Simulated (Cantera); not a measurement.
Input: 1 mol SiHCl₃, 4.3 mol N₂, equilibrated at 1148.15 K and 19.0 Pa.

Equilibrium computed with Cantera from the NASA thermochemical tables; the gas is ideal and each condensed phase is pure. Candidate condensed phases: NH₄Cl, Si, Si₃N₄; 28 gas species. N₂ is the only nitrogen source here; it is nearly inert below about 1500 K, so the nitride shown seldom forms there in practice. The tables' values for SiCl₃ are old estimates; treat these amounts as uncertain. Equilibrium is a limit: real reactors are often held back by kinetics, nucleation or transport.

Base state: N₂ 0.727, HCl 0.162, SiCl₄ 0.0872, H₂ 0.0100, SiCl₃ 0.00717, SiCl₂ 0.00650, SiHCl₃ 0.000109 (mole fractions); condensed: Si₃N₄(s).

### Question
What changes in the equilibrium state with this change: pressure from 19.0 Pa to 4.80 mbar?

### Answer
```
species          before     after
-------------  --------  --------
N₂                0.727     0.732
HCl               0.162     0.154
SiCl₄            0.0872    0.0971
SiCl₂           0.00650  0.000464
H₂               0.0100    0.0147
SiCl₃           0.00717   0.00202
SiHCl₃         0.000109  0.000186
Si₃N₄(s), mol     0.148     0.152
```
